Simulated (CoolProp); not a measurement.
A single-stage vapour-compression cycle with n-hexane: evaporating at 295.15 K (dew point), condensing at 345.15 K (bubble point), superheat 10 K, subcooling 8 K, compressor efficiency 0.75, no pressure losses. Each further row changes one setting.

The numbers come from the reference Helmholtz-energy equation of state, Thol 2019 in CoolProp.

```csv
case,cooling COP,pressure ratio,discharge temperature (K),refrigerating effect (kJ/kg),volumetric capacity (kJ/m³)
as stated,3.85,6.35,349.3,286,174
evaporating temperature 300.15 K,4.46,5.11,349.3,294,219
condensing temperature 340.15 K,4.39,5.43,345.5,298,181
subcooling 13 K,4.02,6.35,349.3,298,181
superheat 20 K,3.94,6.35,359.4,303,178
compressor efficiency 0.65,3.34,6.35,355.1,286,174
```
